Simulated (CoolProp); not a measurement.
n-perfluorohexane along the isobar 2360 kPa: fugacity coefficient from the reference equation and from simpler models built on Tc = 448.0 K, pc = 1742 kPa, ω = 0.497; each cubic takes its own stable root.

The numbers come from the reference Helmholtz-energy equation of state, Gao 2022 in CoolProp.

| T (K) | phase | reference | van der Waals | Redlich-Kwong | Soave-Redlich-Kwong |
|---|---|---|---|---|---|
| 223.2 | liquid | 0.0001333 | 0.02875 | 0.002083 | 0.0001456 |
| 245.9 | liquid | 0.0008218 | 0.05109 | 0.007105 | 0.0008645 |
| 268.6 | liquid | 0.003450 | 0.08204 | 0.01858 | 0.003565 |
| 291.3 | liquid | 0.01087 | 0.1219 | 0.04001 | 0.01118 |
| 313.9 | liquid | 0.02744 | 0.1700 | 0.07421 | 0.02825 |
| 336.6 | liquid | 0.05863 | 0.2260 | 0.1233 | 0.06070 |
| 359.3 | liquid | 0.1094 | 0.2887 | 0.1873 | 0.1140 |
| 382 | liquid | 0.1830 | 0.3563 | 0.2648 | 0.1918 |
| 404.6 | liquid | 0.2790 | 0.4269 | 0.3524 | 0.2935 |
| 427.3 | liquid | 0.3947 | 0.4989 | 0.4463 | 0.4149 |
| 450 | supercritical | 0.5206 | 0.5695 | 0.5398 | 0.5428 |
